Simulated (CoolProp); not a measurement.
The fluid at 298.15 K and 13.8 MPa (liquid) is heated at constant pressure to 337 K. The same conditions are run with several fluids, on thermodynamics alone (safety and materials aside).

Model: reference Helmholtz-energy equation of state of each fluid (toluene: Lemmon 2006; cyclopentane: Gedanitz 2015; R407C: Lemmon 2003; n-nonane: Lemmon 2006; R143a: Lemmon and Jacobsen 2000), in CoolProp. Blends and air are pseudo-pure fits.

Problem. Rank toluene, cyclopentane, R407C, n-nonane, R143a by heat (kJ/kg), highest first.

Solution. n-nonane (88.0), cyclopentane (72.8), toluene (68.0), R143a (59.0), R407C (56.3)

```
fluid         final density (kg/m³)
------------  ---------------------
toluene                         838
cyclopentane                    717
R407C                          1070
n-nonane                        697
R143a                           897
```
